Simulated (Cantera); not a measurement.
Input: 1 mol AlN, 0.044 mol H2O, 9.6 mol N2, held at 0.0133 bar.

Cantera equilibrium calculation (NASA polynomials, part measured and part estimated; ideal gas, pure solids and liquids). Candidate condensed phases: Al, AlN, Al2O3, H2O; 35 gas species. Rates play no part. All values below are at 823 K.

Base state: N2 0.995, H2 0.00456 (mole fractions); condensed: AlN(s) + Al2O3(s).

What changes in the equilibrium state with this change: H2O from 0.044 to 0.089 mol?


```csv
species,before,after
N2,0.995,0.991
H2,0.00456,0.00916
"AlN(s), mol",0.971,0.941
"Al2O3(s), mol",0.0147,0.0297
```
